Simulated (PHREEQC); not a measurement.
1 kg of water holding 0.0035 mol/kgw KCl, 0.0051 mol/kgw NaCl, 0.021 mol/kgw SrCl2, 0.46 mol/kgw CaCl2 and 0.0085 mol/kgw MgCl2 is evaporated at 20 °C; the solids stay in contact with the brine. No CO2 enters from the air. Solids allowed: Bischofite, Brucite, Carnallite, Halite, Portlandite, Sylvite, MgCl2_4H2O. Others were left out.

Equilibrium calculation in PHREEQC: Pitzer model, pitzer.dat.

```
water left (kg)  ionic strength  water activity  Cl in solution (mol/kgw)  Sr in solution (mol/kgw)  Ca in solution (mol/kgw)
---------------  --------------  --------------  ------------------------  ------------------------  ------------------------
1                          1.48           0.976                     0.988                    0.0210                     0.460
0.8219                     1.80           0.970                      1.20                    0.0256                     0.560
0.6755                     2.19           0.962                      1.46                    0.0311                     0.681
0.5552                     2.66           0.952                      1.78                    0.0378                     0.829
0.4563                     3.24           0.939                      2.16                    0.0460                      1.01
0.375                      3.94           0.921                      2.63                    0.0560                      1.23
0.3082                     4.79           0.897                      3.20                    0.0681                      1.49
0.2533                     5.83           0.865                      3.90                    0.0829                      1.82
0.2082                     7.09           0.822                      4.74                     0.101                      2.21
0.1711                     8.63           0.764                      5.77                     0.123                      2.69
0.1407                     10.5           0.687                      7.02                     0.149                      3.27
0.1156                     12.8           0.591                      8.54                     0.182                      3.98
0.09502                    15.5           0.474                      10.4                     0.221                      4.84
```

Species that the database lacks are ignored.
